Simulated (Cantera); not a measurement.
Adiabatic ignition

An adiabatic, constant-pressure homogeneous reactor starts with 3.92 % CO, 3.92 % H2, 9.13 % O2, 83.0 % N2, at 1400 K and 980000 Pa.

Computed with Cantera and GRI-Mech 3.0 (53 species, 325 reactions). The hydrogen kinetics of GRI-Mech 3.0 are dated; newer H2 mechanisms differ, most at raised pressure.

```
t (s)     T (K)      x CO      x H2    x O2      x NO   x H2O    x N2O
--------  -----  --------  --------  ------  --------  ------  -------
7.00e-6    1521    0.0368    0.0147  0.0767   8.71e-7  0.0214  1.84e-7
2.24e-5    1864    0.0124  0.000550  0.0589   1.01e-5  0.0385  3.26e-6
7.16e-5    1965   0.00160  0.000120  0.0545   1.55e-5  0.0399  3.92e-6
0.000229   1981  0.000167   2.12e-5  0.0541   1.75e-5  0.0404  1.40e-6
0.000732   1983   6.47e-5   1.42e-5  0.0541   1.91e-5  0.0405  7.11e-7
0.00234    1983   6.43e-5   1.42e-5  0.0541   2.36e-5  0.0405  7.09e-7
0.00748    1983   6.43e-5   1.42e-5  0.0541   3.81e-5  0.0405  7.09e-7
0.0239     1983   6.42e-5   1.42e-5  0.0541   8.41e-5  0.0405  7.08e-7
0.0765     1982   6.41e-5   1.41e-5  0.0540  0.000229  0.0405  7.07e-7
0.245      1981   6.36e-5   1.40e-5  0.0538  0.000666  0.0405  7.04e-7
0.782      1979   6.25e-5   1.38e-5  0.0532   0.00179  0.0405  6.97e-7
2.50       1975   6.10e-5   1.35e-5  0.0524   0.00333  0.0405  6.90e-7
8.00       1974   6.07e-5   1.35e-5  0.0522   0.00373  0.0405  6.88e-7
```
x: mole fraction; the columns are a selection and need not sum to one.

- time of steepest temperature rise: 7.04 µs
- temperature at 8.00 s: 1974 K
- equilibrium temperature: 1974 K
- x(CO) at 8.00 s: 6.07e-5 (gas-phase equilibrium 6.07e-5)
- x(H2) at 8.00 s: 1.35e-5 (gas-phase equilibrium 1.35e-5)
- x(O2) at 8.00 s: 0.0522 (gas-phase equilibrium 0.0522)
